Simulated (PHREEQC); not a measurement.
## Buffer

Consider water at 25 °C with 0.0053 mol/kgw NaHCO3 and 0.21 mol/kgw NaF. Closed to the air; pH follows from the charge balance.

Computed with PHREEQC (ion-association model, phreeqc.dat).

Each row changes one thing in this solution. No solid was allowed to form.

```json
[
 {"case": "as made", "pH": "7.92", "ionic strength (mol/kgw)": "0.203", "Na+ (mol/kgw)": "0.203", "F- (mol/kgw)": "0.198", "NaF (mol/kgw)": "0.0117", "NaHCO3 (mol/kgw)": "0.000292"},
 {"case": "NaF from 0.21 to 0.315 mol/kgw", "pH": "7.86", "ionic strength (mol/kgw)": "0.297", "Na+ (mol/kgw)": "0.297", "F- (mol/kgw)": "0.292", "NaF (mol/kgw)": "0.0230", "NaHCO3 (mol/kgw)": "0.000387"},
 {"case": "temperature from 25 to 75 °C", "pH": "?", "ionic strength (mol/kgw)": "0.204", "Na+ (mol/kgw)": "0.204", "F- (mol/kgw)": "0.199", "NaF (mol/kgw)": "0.0110", "NaHCO3 (mol/kgw)": "0.000207"},
 {"case": "temperature from 25 to 40 °C", "pH": "?", "ionic strength (mol/kgw)": "0.203", "Na+ (mol/kgw)": "0.203", "F- (mol/kgw)": "0.199", "NaF (mol/kgw)": "0.0115", "NaHCO3 (mol/kgw)": "0.000264"},
 {"case": "temperature from 25 to 30 °C", "pH": "?", "ionic strength (mol/kgw)": "0.203", "Na+ (mol/kgw)": "0.203", "F- (mol/kgw)": "0.198", "NaF (mol/kgw)": "0.0116", "NaHCO3 (mol/kgw)": "0.000283"}
]
```

Task: Some entries are withheld; supply them.

Result: 
- temperature from 25 to 75 °C, pH: 7.46
- temperature from 25 to 40 °C, pH: 7.74
- temperature from 25 to 30 °C, pH: 7.85

Away from 25 °C the constants follow the database's enthalpies or fits; those with neither stay at their 25 °C values.
